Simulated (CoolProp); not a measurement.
Computed with CoolProp (reference Helmholtz-energy equation of state, Thol 2015).

Task: For octamethylcyclotetrasiloxane (D4), give the phase and the Z, expansivity (1/kK), fugacity coefficient at 346.85 °C and 43.3 bar; 346.85 °C and 48.1 bar.

Result: 
- 346.85 °C and 43.3 bar: supercritical; Z 0.477, expansivity 4.00, fugacity coefficient 0.379
- 346.85 °C and 48.1 bar: supercritical; Z 0.516, expansivity 3.52, fugacity coefficient 0.360
